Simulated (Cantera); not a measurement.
An isothermal, constant-pressure homogeneous reactor starts with H2 : O2 : N2 : H2O = 0.84 : 1 : 1.6 : 0.017 (molar parts), equivalence ratio 0.42, at 1275 K and 0.240 bar.

Cantera simulation using GRI-Mech 3.0 (53 species, 325 reactions); the numbers are that mechanism's predictions, not measurements. The temperature is held fixed by assumption; the heat of reaction is taken as removed at once.

x: mole fraction; the columns are a selection and need not sum to one.

| t (s) | x H2 | x O2 | x HO2 | x H2O2 | x NO | x H2O |
|---|---|---|---|---|---|---|
| 2.00e-6 | 0.243 | 0.289 | 8.88e-9 | 5.83e-12 | <1e-12 | 0.00492 |
| 1.62e-5 | 0.243 | 0.289 | 8.08e-8 | 3.96e-10 | <1e-12 | 0.00492 |
| 0.000131 | 0.0211 | 0.186 | 5.02e-5 | [?] | 4.54e-6 | 0.206 |
| 0.00106 | 0.000328 | 0.191 | 1.38e-5 | [?] | 8.14e-6 | 0.281 |
| 0.00861 | 5.97e-6 | 0.191 | 5.17e-7 | [?] | 8.11e-6 | 0.282 |
| 0.0697 | 4.08e-7 | 0.191 | 5.32e-8 | [?] | 8.15e-6 | 0.282 |
| 0.565 | 8.02e-8 | 0.191 | 3.19e-8 | [?] | 8.14e-6 | 0.282 |
| 4.57 | 7.33e-8 | 0.191 | 3.22e-8 | 2.73e-9 | 8.14e-6 | 0.282 |
| 37.0 | 7.32e-8 | 0.191 | 3.22e-8 | 2.73e-9 | 8.14e-6 | 0.282 |
| 300 | 7.32e-8 | 0.191 | 3.22e-8 | 2.73e-9 | 8.14e-6 | 0.282 |

Fill in the missing entries.


- 0.000131, x H2O2: 4.09e-6
- 0.00106, x H2O2: 1.35e-6
- 0.00861, x H2O2: 1.16e-7
- 0.0697, x H2O2: 1.35e-8
- 0.565, x H2O2: 2.99e-9
